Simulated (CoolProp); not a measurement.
Values from CoolProp's reference Helmholtz-energy equation of state, Lemmon and Jacobsen 2000.

### Question
For R143a, give the phase and the cv (kJ/(kg K)), viscosity (µPa s) at 388.1 K and 0.913 bar; 167.6 K and 43.7 bar; 184 K and 4.59 bar.

### Answer
- 388.1 K and 0.913 bar: gas; cv 1.00, viscosity 14.4
- 167.6 K and 43.7 bar: liquid; cv 0.815, viscosity 454
- 184 K and 4.59 bar: liquid; cv 0.817, viscosity 349

Viscosity comes from a separate model (Klein 1997), an estimate that may be off by 10 % or more.
